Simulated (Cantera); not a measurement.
Charge: 1 mol (CH3)2SiCl2, 0.15 mol HCl, 350 mol H2, 0.24 mol CH4, at 1550 K and 0.00100 bar.

Method: chemical equilibrium by Gibbs-energy minimisation in Cantera with the NASA 1993 tables (ideal gas, pure condensed phases). The feed counts by its element totals alone. The numbers say what is thermodynamically allowed, not how fast it happens.

| species | before | after |
|---|---|---|
| H2 | 0.993 | 0.990 |
| HCl | 0.00605 | 0.00889 |
| H | 0.000992 | 0.000991 |
| C2H2 (acetylene) | 1.59e-5 | 1.59e-5 |
| C(graphite), mol | 1.23 | 0.229 |
| SiC(s), mol | 0.999 | 0.999 |
Gas species are given as mole fractions.

What was changed between the two runs?
A) (CH3)2SiCl2 replaced by Si(CH3)4
B) (CH3)2SiCl2 replaced by CH3SiCl3
C) temperature from 1550 K to 1625 K
D) H2 from 350 to 4.8 mol

B, (CH3)2SiCl2 replaced by CH3SiCl3
